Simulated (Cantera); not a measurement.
Input: 1 mol S, 0.4 mol H2, 0.54 mol SO2, at 3223 K and 33.0 Pa.

These are equilibrium values from Cantera (NASA tables, ideal gas, pure condensed phases), not measurements of a reactor. Candidate condensed phases: H2O, H2SO4, S; 19 gas species. Kinetics and transport are ignored.

Base state: S 0.446, O 0.310, H 0.235, SO 0.00699, O2 0.000595, OH 0.000450, S2 0.000305, H2 0.000204 (mole fractions); condensed: gas only.

### Question
What changes in the equilibrium state with this change: temperature from 3223 K to 2100 K?

### Answer
| species | before | after |
|---|---|---|
| SO | 0.00699 | 0.261 |
| S2 | 0.000305 | 0.168 |
| SO2 | 2.15e-5 | 0.159 |
| S | 0.446 | 0.134 |
| O | 0.310 | 0.000904 |
| H2O | 1.00e-6 | 0.0516 |
| H2 | 0.000204 | 0.143 |
| SH | 9.48e-5 | 0.0137 |
| H | 0.235 | 0.0648 |
| H2S | 4.86e-9 | 0.000484 |
| S2O | 5.83e-8 | 0.000641 |
| OH | 0.000450 | 0.00279 |

### Question
What changes in the equilibrium state with this change: pressure from 33.0 Pa to 0.133 bar?

### Answer
```
species    before     after
-------  --------  --------
SO        0.00699     0.277
S           0.446     0.266
H           0.235     0.187
O           0.310    0.0510
H2O       1.00e-6    0.0170
SO2       2.15e-5    0.0566
H2       0.000204    0.0520
SH        9.48e-5    0.0181
S2       0.000305    0.0438
OH       0.000450    0.0238
H2S       4.86e-9  0.000299
S2O       5.83e-8  0.000556
O2       0.000595   0.00651
```

### Question
What changes in the equilibrium state with this change: SO2 from 0.54 to 0.054 mol?

### Answer
```json
[
 {"species": "S", "before": "0.446", "after": "0.536"},
 {"species": "H", "before": "0.235", "after": "0.407"},
 {"species": "O", "before": "0.310", "after": "0.0536"},
 {"species": "O2", "before": "0.000595", "after": "1.78e-5"},
 {"species": "SO2", "before": "2.15e-5", "after": "7.71e-7"}
]
```
